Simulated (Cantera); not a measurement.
Input (Python, Cantera) and output of one run.

```python
import numpy as np
import cantera as ct

gas_names = """
    H C2H4 TiO C2H5OH
""".split()
cond_names = """
    Ti(a) Ti(b) Ti(L)
""".split()


# ... load() reads the species with a 1 bar reference pressure and builds the phases ...
species = {s.name: s for s in load("nasa_gas.yaml", gas_names) + load("nasa_condensed.yaml", cond_names)}
# Each term lists the table entries of one substance; the one whose range holds T is used.
reactions = {
    '2 H(g) + C2H4(g) + TiO(g) = C2H5OH(g) + Ti':
        [(-2, ['H']), (-1, ['C2H4']), (-1, ['TiO']), (1, ['C2H5OH']), (1, ['Ti(a)', 'Ti(b)', 'Ti(L)'])],
}


def pick(names, T):
    return next(species[n] for n in names if species[n].thermo.min_temp <= T <= species[n].thermo.max_temp)


results = []
for label, terms in reactions.items():
    print(label)
    print("     T/K   dH/kJ  dS/(J/K)   dG/kJ   log10 K")
    for T in [300, 2373, 2423, 2473, 2523, 2573, 2623, 2673, 2723, 2773, 2823, 2873]:
        used = [(nu, pick(names, T)) for nu, names in terms]
        dH = sum(nu * s.thermo.h(T) for nu, s in used) / 1e6
        dS = sum(nu * s.thermo.s(T) for nu, s in used) / 1e3
        dG = dH - T * dS / 1e3
        logK = -dG * 1e6 / (ct.gas_constant * T * np.log(10))
        results.append((label, T, dH, dS, dG, logK, [s.name for _, s in used]))
        print(f"{T:8g} {dH:8.1f} {dS:8.1f} {dG:8.1f} {logK:8.2f}")
```

Result:

```
2 H(g) + C2H4(g) + TiO(g) = C2H5OH(g) + Ti
     T/K   dH/kJ  dS/(J/K)   dG/kJ   log10 K
     300   -777.9   -371.1   -666.6   116.06
    2373   -746.1   -365.0    120.2    -2.65
    2423   -744.7   -364.5    138.4    -2.98
    2473   -743.3   -363.9    156.6    -3.31
    2523   -741.9   -363.3    174.8    -3.62
    2573   -740.5   -362.8    193.0    -3.92
    2623   -739.1   -362.2    211.1    -4.20
    2673   -737.6   -361.7    229.2    -4.48
    2723   -736.2   -361.2    247.3    -4.74
    2773   -734.8   -360.7    265.3    -5.00
    2823   -733.4   -360.2    283.3    -5.24
    2873   -732.0   -359.7    301.3    -5.48
```

Source: NASA polynomial tables (part measured, part estimated), evaluated in Cantera. Condensed species are held in their standard states even where they would react or evaporate.
